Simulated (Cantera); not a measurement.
Feed: 1 mol borazine, 4.8 mol O2, 150 mol H2, held at 610 Pa.

Equilibrium computed with Cantera from the NASA thermochemical tables; the gas is ideal and each condensed phase is pure. Candidate condensed phases: B, BN, B2O3, B3O3H3, H2O; 39 gas species. The feed counts by its element totals alone. Gases not in the tables: H3BO3. Equilibrium is a limit: real reactors are often held back by kinetics, nucleation or transport.

**Question.** Which condensed phases are stable at each of these points (T (K)): 1323, 1398, 1473, 1548, 1623, 1698, 1773, 1848, 1923, 1998, 2073?

**Answer.** 
```json
[
 {"T (K)": "1323", "condensed phases": "B2O3(l)", "B condensed (%)": "54.0"},
 {"T (K)": "1398", "condensed phases": "B2O3(l)", "B condensed (%)": "1.1"},
 {"T (K)": "1473", "condensed phases": "gas only", "B condensed (%)": "0.0"},
 {"T (K)": "1548", "condensed phases": "gas only", "B condensed (%)": "0.0"},
 {"T (K)": "1623", "condensed phases": "gas only", "B condensed (%)": "0.0"},
 {"T (K)": "1698", "condensed phases": "gas only", "B condensed (%)": "0.0"},
 {"T (K)": "1773", "condensed phases": "gas only", "B condensed (%)": "0.0"},
 {"T (K)": "1848", "condensed phases": "gas only", "B condensed (%)": "0.0"},
 {"T (K)": "1923", "condensed phases": "gas only", "B condensed (%)": "0.0"},
 {"T (K)": "1998", "condensed phases": "gas only", "B condensed (%)": "0.0"},
 {"T (K)": "2073", "condensed phases": "gas only", "B condensed (%)": "0.0"}
]
```

From 1323 K to 1398 K the condensed part is B2O3(l). From 1473 K to 2073 K nothing is condensed.
